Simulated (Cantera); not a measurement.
# Ti(NMe2)4 + CH4 + C3H8 (titanium nitride, carbide and oxide coatings)

A closed system holds: 1 mol Ti(NMe2)4, 0.27 mol CH4, 0.53 mol C3H8, equilibrated at 1375 °C and 0.00133 bar.

Equilibrium computed with Cantera from the NASA thermochemical tables; the gas is ideal and each condensed phase is pure. Candidate condensed phases: C, C6H6, C7H8, C8H18, Ti, TiC, TiN; 93 gas species. The feed counts by its element totals alone. TiC: taken at fixed stoichiometry. Equilibrium is a limit: real reactors are often held back by kinetics, nucleation or transport.

The x(H2) is 0.877. The x(N2) comes out as 0.119. The x(H) is 0.00228 and the x(HCN) is 0.000884. The x(C2H2 (acetylene)) comes out as 3.92e-5 and the x(HNC) is 2.31e-5. The x(CH4) comes out as 1.37e-6 and the n(C(graphite)) comes out as 8.84 mol. The n(TiC(s)) comes out as 1.00 mol. The gas amount comes out as 16.68 mol and the log10 activity of Ti(β) (absent) is -5.18.
